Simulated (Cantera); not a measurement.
Cantera run:

```python
import numpy as np
import cantera as ct

gas_names = [...]  # 140 gases of nasa_gas.yaml made of C, Fe, H, N, O
cond_names = """
    C(gr) C6H6(L) C7H8(L) C8H18(L),n-octa Fe(a) Fe(c) Fe(d) Fe(L) FeC5O5(L) FeO(s) FeO(L) Fe(OH)2(s)
    Fe(OH)3(s) Fe2O3(s) Fe3O4(s) H2O(s) H2O(L)
""".split()


# ... load() reads the species with a 1 bar reference pressure and builds the phases ...
atoms = {
    'Fe2O3': {'Fe': 2, 'O': 3},
    'CH4': {'C': 1, 'H': 4},
    'N2': {'N': 2},
}
top_T = {'C(gr)': 4500, 'Fe2O3(s)': 1830, 'Fe3O4(s)': 1870}  # K; cautious upper limits of use, not melting points


# ... equilibrate(T, P, feed) seeds the gas with the atoms and calls Mixture.equilibrate('TP', solver="vcs", rtol=1e-11, max_steps=5000) ...
results = []
feed = {'Fe2O3': 1, 'CH4': 0.43, 'N2': 7.1}  # mol
P = 13332.2  # Pa
for T in [2123, 2148, 2173, 2198, 2223, 2248, 2273, 2298, 2323, 2348, 2373, 2398]:
    mix = equilibrate(T, P, feed)
    results.append((T, P, feed, dict(zip(mix.species_names, mix.species_moles))))
    x = sorted(zip(gas.X, gas.species_names), reverse=True)
    print(f"T = {T:g} K  P = {P:g} Pa  gas = {mix.phase_moles(0):.4g} mol")
    print("   x: " + "  ".join(f"{s} {v:.3e}" for v, s in x if v > 1e-05))
    print("   condensed (mol): " + ("  ".join(f"{mix.phase(i).name} {mix.phase_moles(i):.4g}"
          for i in range(1, mix.n_phases) if mix.phase_moles(i) > 1e-12) or "none"))
```

It prints:

```
T = 2123 K  P = 13332.2 Pa  gas = 8.43 mol
   x: N2 8.422e-01  H2O 5.921e-02  H2 4.159e-02  CO 3.974e-02  CO2 1.127e-02  Fe 3.348e-03  H 2.004e-03  OH 3.528e-04  FeO 1.255e-04  NO 6.420e-05  Fe(OH)2 3.921e-05  O 1.205e-05
   condensed (mol): FeO(L) 1.97
T = 2148 K  P = 13332.2 Pa  gas = 8.439 mol
   x: N2 8.413e-01  H2O 5.974e-02  H2 4.075e-02  CO 3.959e-02  CO2 1.136e-02  Fe 4.163e-03  H 2.304e-03  OH 4.349e-04  FeO 1.693e-04  NO 8.282e-05  Fe(OH)2 4.360e-05  O 1.734e-05  O2 1.078e-05
   condensed (mol): FeO(L) 1.963
T = 2173 K  P = 13332.2 Pa  gas = 8.449 mol
   x: N2 8.402e-01  H2O 6.034e-02  H2 3.981e-02  CO 3.939e-02  CO2 1.150e-02  Fe 5.123e-03  H 2.637e-03  OH 5.351e-04  FeO 2.267e-04  NO 1.067e-04  Fe(OH)2 4.840e-05  O 2.485e-05  O2 1.593e-05
   condensed (mol): FeO(L) 1.954
T = 2198 K  P = 13332.2 Pa  gas = 8.462 mol
   x: N2 8.390e-01  H2O 6.099e-02  CO 3.914e-02  H2 3.876e-02  CO2 1.168e-02  Fe 6.240e-03  H 3.002e-03  OH 6.574e-04  FeO 3.014e-04  NO 1.374e-04  Fe(OH)2 5.366e-05  O 3.551e-05  O2 2.358e-05
   condensed (mol): FeO(L) 1.944
T = 2223 K  P = 13332.2 Pa  gas = 8.476 mol
   x: N2 8.375e-01  H2O 6.171e-02  CO 3.883e-02  H2 3.759e-02  CO2 1.190e-02  Fe 7.523e-03  H 3.401e-03  OH 8.065e-04  FeO 3.980e-04  NO 1.769e-04  Fe(OH)2 5.940e-05  O 5.061e-05  O2 3.497e-05
   condensed (mol): FeO(L) 1.932
T = 2248 K  P = 13332.2 Pa  gas = 8.493 mol
   x: N2 8.358e-01  H2O 6.247e-02  CO 3.846e-02  H2 3.631e-02  CO2 1.217e-02  Fe 8.979e-03  H 3.834e-03  OH 9.880e-04  FeO 5.221e-04  NO 2.276e-04  O 7.197e-05  Fe(OH)2 6.566e-05  O2 5.198e-05
   condensed (mol): FeO(L) 1.919
T = 2273 K  P = 13332.2 Pa  gas = 8.512 mol
   x: N2 8.339e-01  H2O 6.326e-02  CO 3.804e-02  H2 3.494e-02  CO2 1.248e-02  Fe 1.061e-02  H 4.300e-03  OH 1.209e-03  FeO 6.805e-04  NO 2.929e-04  O 1.021e-04  O2 7.744e-05  Fe(OH)2 7.244e-05
   condensed (mol): FeO(L) 1.903
T = 2298 K  P = 13332.2 Pa  gas = 8.534 mol
   x: N2 8.318e-01  H2O 6.407e-02  CO 3.755e-02  H2 3.348e-02  CO2 1.284e-02  Fe 1.243e-02  H 4.800e-03  OH 1.476e-03  FeO 8.814e-04  NO 3.766e-04  O 1.445e-04  O2 1.156e-04  Fe(OH)2 7.977e-05
   condensed (mol): FeO(L) 1.886
T = 2323 K  P = 13332.2 Pa  gas = 8.559 mol
   x: N2 8.293e-01  H2O 6.487e-02  CO 3.700e-02  H2 3.195e-02  Fe 1.443e-02  CO2 1.323e-02  H 5.331e-03  OH 1.800e-03  FeO 1.135e-03  NO 4.839e-04  O 2.041e-04  O2 1.727e-04  Fe(OH)2 8.763e-05
   condensed (mol): FeO(L) 1.866
T = 2348 K  P = 13332.2 Pa  gas = 8.587 mol
   x: N2 8.265e-01  H2O 6.563e-02  CO 3.641e-02  H2 3.038e-02  Fe 1.663e-02  CO2 1.367e-02  H 5.895e-03  OH 2.189e-03  FeO 1.453e-03  NO 6.210e-04  O 2.872e-04  O2 2.580e-04  Fe(OH)2 9.600e-05
   condensed (mol): FeO(L) 1.844
T = 2373 K  P = 13332.2 Pa  gas = 8.62 mol
   x: N2 8.233e-01  H2O 6.630e-02  CO 3.576e-02  H2 2.879e-02  Fe 1.903e-02  CO2 1.413e-02  H 6.490e-03  OH 2.654e-03  FeO 1.849e-03  NO 7.952e-04  O 4.027e-04  O2 3.847e-04  Fe(OH)2 1.048e-04
   condensed (mol): FeO(L) 1.819
T = 2398 K  P = 13332.2 Pa  gas = 8.657 mol
   x: N2 8.197e-01  H2O 6.686e-02  CO 3.507e-02  H2 2.721e-02  Fe 2.166e-02  CO2 1.460e-02  H 7.118e-03  OH 3.207e-03  FeO 2.342e-03  NO 1.015e-03  O2 5.717e-04  O 5.619e-04  Fe(OH)2 1.141e-04
   condensed (mol): FeO(L) 1.791
```

Cantera equilibrium calculation (NASA polynomials, part measured and part estimated; ideal gas, pure solids and liquids). The tables' stoichiometric FeO is somewhat more stable than real wüstite, so its field is too wide. FeO: taken at fixed stoichiometry.
